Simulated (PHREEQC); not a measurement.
# Acid mine or pickling water (model solution)

Synthetic water in mg/L, 20 °C, pH 3.12, pe 11:

```csv
constituent,mg/L
Na,3720
K,3030
Ca,15.4
Mg,594
Cl,1100
S(6) as SO4,13100
N(5) as NO3,134
Al,52.5
Si as SiO2,7.98
```

Valence states are taken as typed.

Equilibrium calculation in PHREEQC: ion-association model, phreeqc.dat.

No solid was allowed to form.

### Question
Estimate the ionic strength, density.

### Answer
ionic strength 0.353 mol/kgw; density 1.017 g/cm³.

### Question
In which forms is Ca present?

### Answer
Ca+2 50 %, CaSO4 50 % of the Ca.

The solution is supersaturated, for example in Quartz (slow to form), so a real one may precipitate; this is no full list. Complexes and solids missing from the database can't appear.
